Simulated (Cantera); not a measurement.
**Adiabatic ignition**

An adiabatic, constant-pressure homogeneous reactor starts with CO : H2 : O2 : N2 : CO2 = 1 : 0.05 : 0.477 : 1.79 : 0.45 (molar parts), equivalence ratio 1.1, at 950 K and 0.230 bar.

Cantera simulation using GRI-Mech 3.0 (53 species, 325 reactions); the numbers are that mechanism's predictions, not measurements.

| t (s) | T (K) | x CO | x H2 | x O2 | x NO | x HO2 | x NO2 |
|---|---|---|---|---|---|---|---|
| 6.00e-6 | 950 | 0.265 | 0.0133 | 0.127 | <1e-12 | <1e-12 | <1e-12 |
| 1.65e-5 | 950 | 0.265 | 0.0133 | 0.127 | <1e-12 | 1.25e-12 | <1e-12 |
| 4.52e-5 | 950 | 0.265 | 0.0133 | 0.127 | <1e-12 | 5.64e-12 | <1e-12 |
| 0.000124 | 950 | 0.265 | 0.0133 | 0.127 | <1e-12 | 5.28e-11 | <1e-12 |
| 0.000341 | 950 | 0.265 | 0.0133 | 0.127 | <1e-12 | 7.96e-10 | <1e-12 |
| 0.000935 | 950 | 0.265 | 0.0133 | 0.127 | <1e-12 | 3.49e-8 | <1e-12 |
| 0.00257 | 955 | 0.265 | 0.0129 | 0.126 | 9.18e-11 | 2.11e-5 | <1e-12 |
| 0.00705 | 1883 | 0.139 | 0.00105 | 0.0500 | 4.24e-5 | 1.42e-6 | 4.65e-9 |
| 0.0193 | 2193 | 0.107 | 0.000726 | 0.0366 | 0.000259 | 5.17e-7 | 3.42e-8 |
| 0.0531 | 2352 | 0.0868 | 0.000545 | 0.0269 | 0.00136 | 4.88e-7 | 2.26e-7 |
| 0.146 | 2372 | 0.0835 | 0.000520 | 0.0243 | 0.00358 | 4.89e-7 | 5.97e-7 |
| 0.400 | 2370 | 0.0835 | 0.000522 | 0.0237 | 0.00489 | 4.77e-7 | 8.07e-7 |
x: mole fraction; the columns are a selection and need not sum to one.

```
Property                                                               Value
---------------------------------  -----------------------------------------
time of steepest temperature rise                                    3.33 ms
temperature at 0.400 s                                                2370 K
equilibrium temperature                                               2370 K
x(CO) at 0.400 s                       0.0835 (gas-phase equilibrium 0.0835)
x(H2) at 0.400 s                   0.000522 (gas-phase equilibrium 0.000522)
x(O2) at 0.400 s                       0.0237 (gas-phase equilibrium 0.0237)
```
